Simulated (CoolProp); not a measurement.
Ethylene at several states: fugacity coefficient from the reference equation and from simpler models built on Tc = 9.2 °C, pc = 5042 kPa, ω = 0.087; each cubic takes its own stable root.

The numbers come from the reference Helmholtz-energy equation of state, Smukala 2000 in CoolProp.

```tsv
T (°C)	p (kPa)	phase	reference
98.25	190	gas	0.9947
-33.95	971	gas	0.8934
-31.95	57.9	gas	0.9938
113.85	2620	gas	0.9386
```

Question: How far does each simpler model (van der Waals, Soave-Redlich-Kwong) lie from the reference over these 4 states: mean and median of the absolute difference, and the worst?

Answer: 
- van der Waals: mean 0.8 %, median 0.4 %, worst +2.5 % at -33.95 °C and 971 kPa
- Soave-Redlich-Kwong: mean 0.1 %, median 0.1 %, worst +0.2 % at 113.85 °C and 2620 kPa
